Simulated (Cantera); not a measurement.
Input: 1 mol TEOS, 0.89 mol O₃, 11 mol N₂, at 975 K and 2.50 mbar.

Equilibrium computed with Cantera from the NASA thermochemical tables; the gas is ideal and each condensed phase is pure. Candidate condensed phases: C, C₆H₆, C₇H₈, C₈H₁₈, H₂O, Si, SiC, SiO₂, Si₂N₂O, Si₃N₄; 151 gas species. The feed counts by its element totals alone. Rates play no part.

Base state: N₂ 0.429, H₂ 0.389, CO 0.182, H₂O 0.000106, CO₂ 7.93e-5, CH₄ 4.76e-5 (mole fractions); condensed: C(graphite) + SiO₂(β-quartz).

Question: What changes in the equilibrium state with this change: pressure from 2.50 mbar to 1.00 bar?

Answer: 
```
species                before    after
-------------------  --------  -------
N₂                      0.429    0.454
H₂                      0.389    0.354
CO                      0.182    0.132
H₂O                  0.000106   0.0280
CH₄                   4.76e-5   0.0157
CO₂                   7.93e-5   0.0166
NH₃                   2.74e-7  9.78e-5
C(graphite), mol         3.33     4.03
SiO₂(β-quartz), mol      1.00     1.00
```

Question: What changes in the equilibrium state with this change: TEOS replaced by SiH₄?

Answer: 
| species | before | after |
|---|---|---|
| N₂ | 0.429 | 0.846 |
| H₂ | 0.389 | 0.102 |
| H₂O | 0.000106 | 0.0515 |
| CO | 0.182 | 0 |
| CO₂ | 7.93e-5 | 0 |
| CH₄ | 4.76e-5 | 0 |
| C(graphite), mol | 3.33 | 0 |
| SiO₂(β-quartz), mol | 1.00 | 1.00 |
